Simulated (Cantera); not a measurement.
Ignition delay

Mixture: CH4 : CO : O2 : N2 = 1 : 0.15 : 1.89 : 7.09 (molar parts), at 1650 Torr, adiabatic and at constant volume. Ignition delay is the time to a rise of 400 K.

Computed with Cantera and GRI-Mech 3.0 (53 species, 325 reactions).

```
T0 (K)  delay (ms)
------  ----------
1250          12.8
1350          3.52
1450          1.10
1550         0.391
1650         0.159
1750        0.0742
1850        0.0385
1950        0.0219
2050        0.0133
2150       0.00859
```

* **apparent activation energy between 1950 and 2150 K**: 160 kJ/mol
